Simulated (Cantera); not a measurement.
Input (Python, Cantera):

```python
import numpy as np
import cantera as ct

gas = ct.Solution("gri30.yaml")
gas.TPX = 523, 100000, {'CH4': 1, 'O2': 2.3, 'N2': 8.64, 'CO2': 1.1}
flame = ct.FreeFlame(gas, width=0.04)
flame.set_refine_criteria(ratio=3, slope=0.08, curve=0.16)
flame.transport_model = "mixture-averaged"
flame.solve(loglevel=0, auto=True)
z, T = flame.grid, flame.T
thick = (T[-1] - T[0]) / np.gradient(T, z).max()
show = ['CH4', 'O2', 'CO2', 'C2H4', 'C2H', 'HCO']
print(f"laminar burning velocity  {flame.velocity[0] * 100:.3f} cm/s")
print(f"burnt temperature         {T[-1]:.1f} K")
print(f"thermal thickness         {thick * 1e3:.4f} mm")
print(f"grid points               {len(z)}")
z0 = z[flame.heat_release_rate.argmax()]
print(f"{'z/mm':>9s}{'T/K':>9s}{'u/(m/s)':>9s}" + "".join(f"{s:>11s}" for s in show))
rows = []
for k in (-3, -2, -1.5, -1, -0.5, -0.25, 0, 0.25, 0.5, 1, 2, 4, 8):
    zz = z0 + k * thick
    rows.append([k * thick, np.interp(zz, z, T), np.interp(zz, z, flame.velocity),
                 *(np.interp(zz, z, flame.X[gas.species_index(s)]) for s in show)])
    print(f"{rows[-1][0] * 1e3:9.3f}{rows[-1][1]:9.1f}{rows[-1][2]:9.3f}" + "".join(f"{x:11.3e}" for x in rows[-1][3:]))
```

Output:

```
laminar burning velocity  51.825 cm/s
burnt temperature         2066.9 K
thermal thickness         0.5384 mm
grid points               128
     z/mm      T/K  u/(m/s)        CH4         O2        CO2       C2H4        C2H        HCO
   -1.615    523.3    0.519  7.660e-02  1.762e-01  8.430e-02  2.698e-08  3.303e-26  6.817e-18
   -1.077    526.5    0.523  7.623e-02  1.758e-01  8.421e-02  4.435e-07  5.965e-23  9.953e-15
   -0.808    536.8    0.534  7.532e-02  1.748e-01  8.411e-02  2.272e-06  5.930e-21  6.995e-13
   -0.538    595.3    0.594  7.102e-02  1.698e-01  8.414e-02  1.790e-05  5.431e-18  1.345e-10
   -0.269    917.4    0.925  4.996e-02  1.406e-01  8.754e-02  1.629e-04  6.422e-13  1.456e-07
   -0.135   1261.6    1.280  2.753e-02  1.059e-01  9.454e-02  3.207e-04  3.262e-10  4.113e-06
    0.000   1604.4    1.634  5.925e-03  6.533e-02  1.071e-01  1.663e-04  2.547e-08  2.319e-05
    0.135   1741.0    1.769  2.823e-04  4.430e-02  1.207e-01  4.310e-06  9.196e-09  4.988e-06
    0.269   1790.2    1.812  6.983e-06  3.818e-02  1.295e-01  3.218e-08  1.768e-10  1.904e-07
    0.538   1852.0    1.866  7.962e-09  3.426e-02  1.374e-01  6.434e-12  7.694e-14  1.683e-08
    1.077   1920.5    1.927  1.321e-13  3.110e-02  1.432e-01  1.165e-17  3.236e-19  6.711e-09
    2.154   1982.3    1.981  2.303e-18  2.825e-02  1.487e-01  6.437e-25  2.085e-25  2.002e-09
    4.307   2026.8    2.020  3.858e-19  2.610e-02  1.533e-01  7.731e-29  1.634e-26  5.001e-10
```

Detailed kinetics in Cantera: GRI-Mech 3.0 (53 species, 325 reactions). Burning velocities carry a grid error of a few per cent, more on coarse grids.
